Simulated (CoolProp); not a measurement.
A single-stage vapour-compression cycle with the fluid: evaporating at 238.15 K (dew point), condensing at 264.15 K (bubble point), superheat 5 K, subcooling 2 K, compressor efficiency 0.8, no pressure losses. The same conditions are run with several fluids, on thermodynamics alone (safety and materials aside).

Values from CoolProp's reference Helmholtz-energy equation of state of each fluid (ethylene: Smukala 2000; n-butane: Bücker 2006; R142b: Lemmon 2006; isobutane: Bücker 2006; R236FA: Pan 2012; hydrogen sulfide: Lemmon 2006).

| fluid | cooling COP | pressure ratio | discharge temperature (K) | refrigerating effect (kJ/kg) | volumetric capacity (kJ/m³) |
|---|---|---|---|---|---|
| ethylene | 5.41 | (withheld) | (withheld) | 276 | 8210 |
| n-butane | 6.82 | 3.31 | 279.6 | 369 | 235 |
| R142b | (withheld) | 3.28 | 285.5 | (withheld) | 333 |
| isobutane | (withheld) | 3.06 | 278.5 | 340 | 366 |
| R236FA | 6.72 | 3.73 | 274.4 | 151 | 227 |
| hydrogen sulfide | 6.51 | (withheld) | 318.9 | 472 | (withheld) |

### Question
Fill in the missing entries.

### Answer

- ethylene, pressure ratio: 1.98
- ethylene, discharge temperature (K): 291.7
- R142b, cooling COP: 6.79
- R142b, refrigerating effect (kJ/kg): 212
- isobutane, cooling COP: 6.78
- hydrogen sulfide, pressure ratio: 2.50
- hydrogen sulfide, volumetric capacity (kJ/m³): 2620
